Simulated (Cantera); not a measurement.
Input: 1 mol SiO2, 8.3 mol H2, held at 73000 Pa.

Cantera equilibrium calculation (NASA polynomials, part measured and part estimated; ideal gas, pure solids and liquids). Candidate condensed phases: H2O, Si, SiO2; 18 gas species. The tables hold silica as quartz up to 1696 K and as liquid above; real silica turns to tridymite and cristobalite and melts near 1996 K. Equilibrium is a limit: real reactors are often held back by kinetics, nucleation or transport.

x: gas mole fraction; n: condensed amount in mol.

```
T (K)   x H2     x H2O     x SiO       x H  n SiO2(α-quartz)  n SiO2(β-quartz)  n SiO2(condensed)
-----  -----  --------  --------  --------  ----------------  ----------------  -----------------
750     1.00  2.42e-11    <1e-12    <1e-12              1.00                 0                  0
850     1.00  3.83e-10    <1e-12  2.40e-11                 0              1.00                  0
950     1.00   3.33e-9  6.32e-12  6.51e-10                 0              1.00                  0
1050    1.00   1.92e-8  8.51e-10   9.49e-9                 0              1.00                  0
1150    1.00   9.55e-8   4.09e-8   8.73e-8                 0             1.000                  0
1250   1.000       ___       ___       ___                 0             1.000                  0
1350   1.000   4.33e-6   4.31e-6   2.79e-6                 0             1.000                  0
1450   1.000   2.29e-5   2.29e-5   1.11e-5                 0             1.000                  0
1550   1.000       ___       ___       ___                 0             0.999                  0
1650   0.999  0.000346  0.000346  0.000106                 0             0.997                  0
1750   0.998   0.00105   0.00105  0.000272                 0                 0              0.991
```

### Question
Fill in the missing entries.

### Answer

- 1250, x H2O: 6.42e-7
- 1250, x SiO: 5.96e-7
- 1250, x H: 5.66e-7
- 1550, x H2O: 9.75e-5
- 1550, x SiO: 9.75e-5
- 1550, x H: 3.69e-5
